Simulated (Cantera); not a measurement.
# Stirred combustor or abatement burner

A perfectly stirred reactor is fed with CH4 : C2H6 : O2 : N2 : CO2 = 1 : 0.31 : 2.8 : 10.5 : 0.21 (molar parts), equivalence ratio 1.1, at 4.93 atm; it is adiabatic with a 725 K inlet, and is followed from long to short residence time, starting on the burning branch (τ in s: 0.049, 0.021, 0.0089, 0.0037, 0.0016, 0.00067, 0.00028, 0.00012, 5.1e-05, 2.2e-05, 9.1e-06).

Computed with Cantera and GRI-Mech 3.0 (53 species, 325 reactions).

```json
[
 {"τ (s)": "0.049", "T (K)": "2470", "x CH4": "1.26e-6", "x C2H6": "2.26e-8", "x O2": "0.00161", "x CH2CO": "1.11e-8", "x HO2": "7.05e-7", "x CH3": "1.11e-6", "x CH2O": "2.41e-7"},
 {"τ (s)": "0.021", "T (K)": "2467", "x CH4": "2.73e-6", "x C2H6": "5.24e-8", "x O2": "0.00178", "x CH2CO": "2.57e-8", "x HO2": "7.85e-7", "x CH3": "2.44e-6", "x CH2O": "5.33e-7"},
 {"τ (s)": "0.0089", "T (K)": "2461", "x CH4": "5.69e-6", "x C2H6": "1.22e-7", "x O2": "0.00212", "x CH2CO": "6.00e-8", "x HO2": "9.52e-7", "x CH3": "5.10e-6", "x CH2O": "1.14e-6"},
 {"τ (s)": "0.0037", "T (K)": "2449", "x CH4": "1.13e-5", "x C2H6": "2.88e-7", "x O2": "0.00274", "x CH2CO": "1.42e-7", "x HO2": "1.28e-6", "x CH3": "1.01e-5", "x CH2O": "2.34e-6"},
 {"τ (s)": "0.0016", "T (K)": "2430", "x CH4": "2.06e-5", "x C2H6": "6.48e-7", "x O2": "0.00373", "x CH2CO": "3.22e-7", "x HO2": "1.85e-6", "x CH3": "1.83e-5", "x CH2O": "4.40e-6"},
 {"τ (s)": "0.00067", "T (K)": "2399", "x CH4": "3.76e-5", "x C2H6": "1.49e-6", "x O2": "0.00525", "x CH2CO": "7.47e-7", "x HO2": "2.85e-6", "x CH3": "3.26e-5", "x CH2O": "8.09e-6"},
 {"τ (s)": "0.00028", "T (K)": "2357", "x CH4": "6.97e-5", "x C2H6": "3.39e-6", "x O2": "0.00736", "x CH2CO": "1.72e-6", "x HO2": "4.54e-6", "x CH3": "5.74e-5", "x CH2O": "1.47e-5"},
 {"τ (s)": "0.00012", "T (K)": "2305", "x CH4": "0.000133", "x C2H6": "7.53e-6", "x O2": "0.0101", "x CH2CO": "3.83e-6", "x HO2": "7.22e-6", "x CH3": "0.000103", "x CH2O": "2.67e-5"},
 {"τ (s)": "5.1e-5", "T (K)": "2241", "x CH4": "0.000279", "x C2H6": "1.74e-5", "x O2": "0.0138", "x CH2CO": "8.68e-6", "x HO2": "1.18e-5", "x CH3": "0.000198", "x CH2O": "5.21e-5"},
 {"τ (s)": "2.2e-5", "T (K)": "2162", "x CH4": "0.000692", "x C2H6": "4.49e-5", "x O2": "0.0199", "x CH2CO": "2.19e-5", "x HO2": "2.14e-5", "x CH3": "0.000439", "x CH2O": "0.000115"},
 {"τ (s)": "9.1e-6", "T (K)": "725", "x CH4": "0.0675", "x C2H6": "0.0209", "x O2": "0.189", "x CH2CO": "<1e-12", "x HO2": "<1e-12", "x CH3": "<1e-12", "x CH2O": "<1e-12"}
]
```
x: mole fraction; the columns are a selection and need not sum to one.
